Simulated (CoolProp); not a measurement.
Vapour-liquid equilibrium of ethane (1) + propylene (2) at 184.8 K; x and y are mole fractions of (1).

The numbers come from the multi-fluid Helmholtz-energy mixture model, Bücker 2006 and Lemmon 2013; pair parameters Bell 2016 in CoolProp.

```csv
x,bubble pressure (MPa),y at the bubble point,dew pressure at overall composition x (MPa),liquid density (mol/L)
0.05,0.01528,0.383,0.01036,15.76
0.125,0.02301,0.620,0.01117,15.92
0.2,(withheld),0.734,0.01212,16.10
0.275,0.03746,0.803,0.01324,(withheld)
0.35,0.04435,0.849,0.01459,16.45
0.425,0.05109,0.882,0.01625,16.63
0.5,0.05774,0.908,0.01832,16.81
0.575,(withheld),0.928,0.02100,16.99
0.65,0.07095,0.946,0.02459,17.18
0.725,0.07758,0.960,(withheld),17.37
0.8,0.08427,0.973,0.03715,17.56
0.875,0.09104,0.984,0.04953,17.75
0.95,0.09793,0.994,0.07286,17.95
```

### Question
Complete the blanks.

### Answer

- 0.2, bubble pressure (MPa): 0.03038
- 0.275, liquid density (mol/L): 16.27
- 0.575, bubble pressure (MPa): 0.06435
- 0.725, dew pressure at overall composition x (MPa): 0.02961

No azeotrope shows between x = 0.05 and 0.95.

Pair parameters are fitted to limited data, so mixtures are less certain than the pure fluids.
